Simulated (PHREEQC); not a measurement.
Solution (25 °C): 0.2 mol/kgw Cu(NO3)2, 6e-05 mol/kgw H2SO4 and 0.0023 mol/kgw H3BO3. Closed to the air; pH follows from the charge balance.

Computed with PHREEQC (ion-association model, phreeqc.dat).

This is a speciation only: nothing precipitates in the calculation.

**Question.** Order these S species by the share of S that they hold, largest first: HSO4-, CuSO4, SO4-2.

**Answer.** CuSO4 (62 %), SO4-2 (38 %), HSO4- (0.12 %)

The pH is 3.90 and the ionic strength 0.600 mol/kgw. Species that the database lacks are ignored.
